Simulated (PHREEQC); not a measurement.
Dissolve 0.21 mol NaHS, 0.0014 mol NaOH and 0.004 mol MnCl2 per kg of water at 55 °C. Closed to the air; pH follows from the charge balance.

Equilibrium calculation in PHREEQC: ion-association model, wateq4f.dat.

Task: The ionic strength comes out as 0.223 mol/kgw. What activity coefficients do HS-, MnCl+, Mn+2, Na+, MnOH+ get?

Result: HS- 0.69, MnCl+ 0.72, Mn+2 0.30, Na+ 0.72, MnOH+ 0.72.

Precipitation was switched off in this run. The solution is supersaturated, for example in MnS(Green), so a real one may precipitate; this is no full list. Constants without temperature data keep their 25 °C values here. The polysulfide entries of wateq4f.dat were taken out for this run.
